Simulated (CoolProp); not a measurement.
The fluid at 490.19 K and 14.9 MPa flows at 0.78 m/s in a round tube of 6 mm bore and 1.5 µm roughness, fully developed (64/Re and Nu = 3.66 if laminar; Colebrook and Gnielinski if turbulent). The same conditions are run with several fluids, on thermodynamics alone (safety and materials aside).

Computed with CoolProp (reference Helmholtz-energy equation of state of each fluid (CF4 (R14): Platzer 1990; nitrogen: Span 2000; R404A: Lemmon 2003; R11: Jacobsen 1992; R407C: Lemmon 2003)). The equations of Platzer and Polt are older, rougher fits. Blends and air are pseudo-pure fits.

Problem. Rank CF4 (R14), nitrogen, R404A, R11, R407C by Reynolds number, highest first.

Solution. R407C (52600), R404A (52300), CF4 (R14) (46800), R11 (40100), nitrogen (16400)

```tsv
fluid	Darcy friction factor	pressure drop (Pa/m)	heat-transfer coefficient (W/(m² K))	mass flow (kg/h)
CF4 (R14)	0.0220	349	685	24.8
nitrogen	0.0277	134	320	7.60
R404A	0.0216	501	1250	36.3
R11	0.0227	1170	1490	80.6
R407C	0.0215	465	1230	33.8
```

Transport values come from each fluid's own correlations; those of CF4 (R14), R11 are estimates that may be off by 10 % or more.
